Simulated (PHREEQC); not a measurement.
Solution (25 °C): 2.1 mmol/kgw HF, 13 mmol/kgw NH4HF2 and 0.12 mmol/kgw H2SiF6. Closed to the air; pH follows from the charge balance.

All values are PHREEQC results (ion-association model, phreeqc.dat), not measurements.

Each row changes one thing in this solution. Precipitation was switched off in this run.

```
case                                       pH  ionic strength (mol/kgw)  HF (mol/kgw)  F- (mol/kgw)  NH3 (mol/kgw)  H4SiO4 (mol/kgw)  SI of Quartz (SiO2)
---------------------------------------  ----  ------------------------  ------------  ------------  -------------  ----------------  -------------------
as made                                  3.10                    0.0140        0.0138        0.0130        8.11e-9          5.23e-11                -6.30
temperature from 25 to 30 °C              ___                    0.0139        0.0138        0.0129        1.24e-8          1.18e-10                -6.02
HF replaced by NaF at the same molality  3.21                    0.0159        0.0119        0.0149        1.06e-8          7.08e-11                -6.17
0.00032 mol/kgw LiOH added                ___                    0.0143        0.0135        0.0132        8.44e-9          5.43e-11                -6.28
0.0021 mol/kgw H2SO4 added                ___                    0.0162        0.0172       0.00961        4.65e-9          3.82e-11                -6.43
```

Q: Fill in the missing entries.

A: 
- temperature from 25 to 30 °C, pH: 3.13
- 0.00032 mol/kgw LiOH added, pH: 3.11
- 0.0021 mol/kgw H2SO4 added, pH: 2.86

SiF6-2 is the database's only silicon fluoride.
